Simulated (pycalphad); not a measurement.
CALPHAD calculation (pycalphad, COST 507 light-alloy database (1999)), 1 atm. These are 1990s assessments: newer ones move some temperatures and phases.

# Al-0.4457Si-0.7832Fe (wt.%): equilibrium cooling sequence

```tsv
T (K)	phases above	phases below
928.3	LIQUID	FCC_A1 + LIQUID
921.7	FCC_A1 + LIQUID	AL13FE4 + FCC_A1 + LIQUID
908.0	AL13FE4 + FCC_A1 + LIQUID	AL13FE4 + ALFESI_ALPHA + FCC_A1
878.8	AL13FE4 + ALFESI_ALPHA + FCC_A1	ALFESI_ALPHA + FCC_A1
787.0	ALFESI_ALPHA + FCC_A1	ALFESI_ALPHA + ALFESI_BETA + FCC_A1
635.4	ALFESI_ALPHA + ALFESI_BETA + FCC_A1	ALFESI_BETA + FCC_A1
567.1	ALFESI_BETA + FCC_A1	ALFESI_BETA + DIAMOND_A4 + FCC_A1
```

Changes were sought between steps of 50 K, so a narrower field can be missed.

Database names, with the compositions (at.%) that they take in these runs: ALFESI_ALPHA: Al 72-74 Fe 19 Si 7-9; AL13FE4: Al 76 Fe 24; ALFESI_BETA: Al 70 Si 15 Fe 15. FCC_A1 is fcc; DIAMOND_A4 is diamond (Si).
